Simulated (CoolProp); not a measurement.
Values from CoolProp's reference Helmholtz-energy equation of state, Thol 2016.

Problem. For hexamethyldisiloxane (MM), give the phase and the Z, cv (kJ/(kg K)), Joule-Thomson coefficient (K/MPa), expansivity (1/kK) at 548.3 K and 2.63 MPa; 548.3 K and 4.39 MPa; 548.3 K and 7.9 MPa.

Solution. 
- 548.3 K and 2.63 MPa: supercritical; Z 0.442, cv 2.18, Joule-Thomson coefficient 16.1, expansivity 24.7
- 548.3 K and 4.39 MPa: supercritical; Z 0.376, cv 2.15, Joule-Thomson coefficient 2.23, expansivity 6.51
- 548.3 K and 7.9 MPa: supercritical; Z 0.579, cv 2.13, Joule-Thomson coefficient 0.512, expansivity 2.97
